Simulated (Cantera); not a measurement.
Cantera run:

```python
import numpy as np
import cantera as ct

gas_names = """
    C CN CO CO2 C2 CCN CNC C2N2 C2O C3 C3O2 C4 C4N2 C5 N NCO NO NO2 NO3 N2 N2O O O2 O3 Pb PbO Pb2
""".split()
cond_names = """
    C(gr) Pb(cr) Pb(L) PbO(rd) PbO(yw) PbO(L) PbO2(s) Pb3O4(s)
""".split()


# ... load() reads the species with a 1 bar reference pressure and builds the phases ...
atoms = {
    'Pb': {'Pb': 1},
    'CO': {'C': 1, 'O': 1},
    'N2': {'N': 2},
}
top_T = {'C(gr)': 4500, 'Pb3O4(s)': 820}  # K; cautious upper limits of use, not melting points


# ... equilibrate(T, P, feed) seeds the gas with the atoms and calls Mixture.equilibrate('TP', solver="vcs", rtol=1e-11, max_steps=5000) ...
results = []
feed = {'Pb': 1, 'CO': 3.8, 'N2': 280}  # mol
T = 1850  # K
P = 133.322  # Pa
mix = equilibrate(T, P, feed)
results.append((T, P, feed, dict(zip(mix.species_names, mix.species_moles))))
x = sorted(zip(gas.X, gas.species_names), reverse=True)
print(f"T = {T:g} K  P = {P:g} Pa  gas = {mix.phase_moles(0):.4g} mol")
print("   x: " + "  ".join(f"{s} {v:.3e}" for v, s in x if v > 0.0001))
print("   condensed (mol): " + ("  ".join(f"{mix.phase(i).name} {mix.phase_moles(i):.4g}"
      for i in range(1, mix.n_phases) if mix.phase_moles(i) > 1e-12) or "none"))
```

It prints:

```
T = 1850 K  P = 133.322 Pa  gas = 284.8 mol
   x: N2 9.831e-01  CO 1.334e-02  Pb 3.511e-03
   condensed (mol): none
```

These are equilibrium values from Cantera (NASA tables, ideal gas, pure condensed phases), not measurements of a reactor.
